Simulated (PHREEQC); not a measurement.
Metal-bearing waste water (model solution)

A solution holds 0.061 mol/kgw CdCl2, 0.0013 mol/kgw CaCl2 and 0.0015 mol/kgw NaHCO3, at 60 °C. Closed to the air; pH follows from the charge balance.

All values are PHREEQC results (ion-association model, wateq4f.dat), not measurements.

Precipitation was switched off in this run.

Task: Estimate the pH, ionic strength.

Result: pH 6.86; ionic strength 0.0875 mol/kgw.

Task: In which forms is Cl present?

Result: Cl- 56 %, CdCl+ 31 %, CdCl2 12 %, CdCl3- 1.2 % of the Cl.

Saturation is exceeded, for instance for Otavite, CdOHCl; the values hold only as long as no solid forms. Away from 25 °C the constants follow the database's enthalpies or fits; those with neither stay at their 25 °C values.
